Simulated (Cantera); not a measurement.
What does this Cantera script print?

```python
import numpy as np
import cantera as ct

gas_names = """
    B BH BH2 BH3 BO BO2 B2 B2O B2O2 B2O3 B3O3H3 H HBO HBO2 HO2 H2 H2O H2O2 H3B3O6 O OH O2 O3
""".split()
cond_names = """
    B(b) B(L) B2O3(L) B3O3H3(cr) H2O(s) H2O(L)
""".split()


# ... load() reads the species with a 1 bar reference pressure and builds the phases ...
atoms = {
    'B2O3': {'B': 2, 'O': 3},
    'O2': {'O': 2},
    'H2': {'H': 2},
}
top_T = {}  # K; cautious upper limits of use, not melting points


# ... equilibrate(T, P, feed) seeds the gas with the atoms and calls Mixture.equilibrate('TP', solver="vcs", rtol=1e-11, max_steps=5000) ...
results = []
feed = {'B2O3': 1, 'O2': 1.1, 'H2': 1.9}  # mol
P = 1500  # Pa
for T in [1473, 1548, 1623, 1698, 1773, 1848, 1923, 1998]:
    mix = equilibrate(T, P, feed)
    results.append((T, P, feed, dict(zip(mix.species_names, mix.species_moles))))

top = {s: max(r[3][s] / sum(r[3][g] for g in gas_names) for r in results) for s in gas_names}
cols = sorted((s for s in top if top[s] > 1e-06), key=lambda s: -top[s])[:5]
seen = [c for c in cond_names if any(r[3].get(c, 0) > 1e-12 for r in results)]
print("log10 of partial pressures in bar; condensed amounts in mol")
print(f"{'T/K':>10s}" + "".join(f"{s[:9]:>10s}" for s in cols + seen))
for T, P, feed, n in results:
    ng = sum(n[g] for g in gas_names)
    print(f"{T:10.4g}" + "".join(f"{np.log10(max(n[s] / ng * P / 1e5, 1e-99)):10.3f}" for s in cols)
          + "".join(f"{n.get(c, 0):10.4g}" for c in seen))
```

Result:

```
log10 of partial pressures in bar; condensed amounts in mol
       T/K       H2O      HBO2      B2O3        O2       BO2   B2O3(L)
      1473    -1.925    -2.684    -4.908    -2.992    -5.918    0.8445
      1548    -1.989    -2.431    -4.251    -3.020    -5.363    0.6996
      1623    -2.098    -2.229    -3.658    -3.066    -4.866    0.4484
      1698    -2.278    -2.087    -3.120    -3.138    -4.422   0.01375
      1773    -2.277    -2.095    -3.068    -3.145    -4.221         0
      1848    -2.272    -2.105    -3.031    -3.151    -4.042         0
      1923    -2.268    -2.116    -3.000    -3.158    -3.879         0
      1998    -2.266    -2.128    -2.974    -3.167    -3.729         0
```

These are equilibrium values from Cantera (NASA tables, ideal gas, pure condensed phases), not measurements of a reactor. Gases not in the tables: H3BO3.
